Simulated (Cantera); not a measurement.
An adiabatic, constant-volume homogeneous reactor starts with 3.48 % CH4, 0.111 % C2H6, 0.0417 % C3H8, 20.3 % O2, 76.1 % N2, at 1150 K and 1.30 bar.

Detailed kinetics in Cantera: GRI-Mech 3.0 (53 species, 325 reactions).

x: mole fraction; the columns are a selection and need not sum to one.

```
t (s)     T (K)  P (bar)   x CH4   x C2H6    x C3H8      x NO       x H    x HO2
--------  -----  -------  ------  -------  --------  --------  --------  -------
7.00e-6    1150     1.30  0.0348  0.00111  0.000417    <1e-12  7.31e-11  3.51e-9
1.83e-5    1150     1.30  0.0348  0.00111  0.000417    <1e-12  8.30e-11  1.08e-8
4.77e-5    1150     1.30  0.0348  0.00111  0.000417    <1e-12  9.16e-11  3.01e-8
0.000124   1150     1.30  0.0348  0.00111  0.000417    <1e-12  1.18e-10  8.20e-8
0.000325   1150     1.30  0.0348  0.00111  0.000417    <1e-12  2.13e-10  2.27e-7
0.000848   1150     1.30  0.0348  0.00111  0.000417    <1e-12  7.08e-10  6.51e-7
0.00221    1150     1.30  0.0347  0.00111  0.000415    <1e-12       [?]      [?]
0.00578    1151     1.30  0.0346  0.00111  0.000407    <1e-12   1.55e-8  3.17e-6
0.0151     1162     1.31  0.0333  0.00113  0.000333    <1e-12   2.57e-7  1.87e-5
0.0394     2171     2.46  <1e-12   <1e-12    <1e-12  0.000729   3.42e-5  3.89e-6
0.103      2166     2.45  <1e-12   <1e-12    <1e-12   0.00252   3.29e-5  3.81e-6
0.268      2158     2.44  <1e-12   <1e-12    <1e-12       [?]   3.07e-5  3.67e-6
0.700      2151     2.44  <1e-12   <1e-12    <1e-12   0.00801   2.90e-5  3.55e-6
```

**Question.** Some entries are withheld; supply them.

**Answer.** 
- 0.00221, x H: 4.46e-9
- 0.00221, x HO2: 1.75e-6
- 0.268, x NO: 0.00557
